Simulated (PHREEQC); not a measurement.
Make-up at 10 °C: 0.033 mol MnSO4, 0.034 mol CaCl2 and 0.028 mol H2SO4 per kg of water. Closed to the air; pH follows from the charge balance.

All values are PHREEQC results (ion-association model, phreeqc.dat), not measurements.

No solid was allowed to form.

Q: Order these Ca species by the share of Ca that they hold, largest first: CaHSO4+, CaSO4, Ca+2.

A: Ca+2 (70 %), CaSO4 (25 %), CaHSO4+ (5.3 %)

Q: Order these Mn species by the share of Mn that they hold, largest first: MnCl+, Mn+2, MnSO4.

A: Mn+2 (72 %), MnSO4 (22 %), MnCl+ (6.2 %)

The pH is 1.55 and the ionic strength 0.206 mol/kgw. The solution is supersaturated, for example in Gypsum, so a real one may precipitate; this is no full list. Complexes and solids missing from the database can't appear. Away from 25 °C the constants follow the database's enthalpies or fits; those with neither stay at their 25 °C values.
